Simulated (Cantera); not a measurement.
Mixture: CH3OH : O2 : N2 : CO2 = 1 : 1.63 : 6.13 : 1.9 (molar parts), at 28.0 bar, adiabatic and at constant volume. Ignition delay is the time to a rise of 400 K.

Detailed kinetics in Cantera: GRI-Mech 3.0 (53 species, 325 reactions). GRI-Mech 3.0 was tuned for natural gas; its chemistry of methanol as a main component is partial and can be far from experiment. The pressure lies above the range GRI-Mech 3.0 was tuned for (to about 10 atm).

What does this change do: CH3OH 1 to 0.65 parts?


| quantity | before | after |
|---|---|---|
| delay at 1225 K | 0.508 ms | 0.569 ms |
| delay at 1375 K | 59.4 µs | 67.4 µs |
| delay at 1525 K | 11.6 µs | 13.6 µs |
| delay at 1675 K | 3.30 µs | 4.01 µs |
| apparent activation energy between 1600 and 1750 K | 170 kJ/mol | 170 kJ/mol |

What does this change do: pressure from 28.0 bar to 1.50 bar?


| quantity | before | after |
|---|---|---|
| delay at 1225 K | 0.508 ms | 4.48 ms |
| delay at 1375 K | 59.4 µs | 0.570 ms |
| delay at 1525 K | 11.6 µs | 0.121 ms |
| delay at 1675 K | 3.30 µs | 37.2 µs |
| apparent activation energy between 1600 and 1750 K | 170 kJ/mol | 160 kJ/mol |

What does this change do: CH3OH 1 to 1.4 parts?


```
quantity                                                before       after
--------------------------------------------------  ----------  ----------
delay at 1225 K                                       0.508 ms    0.468 ms
delay at 1375 K                                        59.4 µs     54.2 µs
delay at 1525 K                                        11.6 µs     10.3 µs
delay at 1675 K                                        3.30 µs     2.86 µs
apparent activation energy between 1600 and 1750 K  170 kJ/mol  180 kJ/mol
```
